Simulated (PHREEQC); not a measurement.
Dissolve 0.12 mol NaCl, 8.4e-05 mol MnCl2 and 2e-07 mol H4SiO4 per kg of water at 45 °C. Closed to the air; pH follows from the charge balance.

Equilibrium calculation in PHREEQC: ion-association model, phreeqc.dat.

Precipitation was switched off in this run.

### Question
Order these Mn species by the share of Mn that they hold, largest first: MnCl2, Mn+2, MnCl+.

### Answer
Mn+2 (85 %), MnCl+ (15 %), MnCl2 (0.43 %)

The pH is 6.66 and the ionic strength 0.120 mol/kgw. Constants without temperature data keep their 25 °C values here.
